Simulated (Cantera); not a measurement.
Charge: 1 mol Al, 12 mol NH3, 1.2 mol H2, equilibrated at 133 Pa.

Equilibrium computed with Cantera from the NASA thermochemical tables; the gas is ideal and each condensed phase is pure. Candidate condensed phases: Al, AlN; 13 gas species. The numbers say what is thermodynamically allowed, not how fast it happens. All values below are at 875 °C.

Base state: H2 0.777, N2 0.223 (mole fractions); condensed: AlN(s).

Question: What changes in the equilibrium state with this change: Al replaced by Pb?

Answer: 
```
species      before   after
-----------  ------  ------
H2            0.777   0.733
N2            0.223   0.229
Pb                0  0.0382
AlN(s), mol    1.00       0
```
Further candidate phases: Pb.
